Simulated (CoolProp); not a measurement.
The numbers come from the reference Helmholtz-energy equation of state, Eisenbach 2021 in CoolProp.

**Question.** Give the vapour pressure (MPa), liquid density (kg/m³), enthalpy of vaporisation (kJ/kg), vapour Z of saturated propylene glycol at 357.8, 407.7, 607.7 K.

**Answer.** 
| T (K) | p (MPa) | liquid density (kg/m³) | enthalpy of vaporisation (kJ/kg) | vapour Z |
|---|---|---|---|---|
| 357.8 | 0.00128 | 986 | 804 | 0.999 |
| 407.7 | 0.0149 | 943 | 754 | 0.995 |
| 607.7 | 2.65 | 694 | 477 | 0.775 |
